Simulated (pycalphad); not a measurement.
All values are pycalphad results on the COST 507 light-alloy database (1999) (1 atm), not direct measurements. The data set is of 1999 and partly superseded. Phase fractions are per mole of atoms. Kinetics are ignored, which matters at the lower temperatures.

**Question.** Give the equilibrium state of Mg-0.33Al-0.41Si (at.%) at 490 K.

**Answer.** hcp, fraction 0.988, with 0.33 Al, <0.01 Si at.%; MG2SI, fraction 0.012, with no Al, 33.3 Si at.%.

Database names, with the compositions (at.%) that they take in these runs: MG2SI: Mg 67 Si 33. An entry "none" or "no" means that the model of the phase leaves that element out.
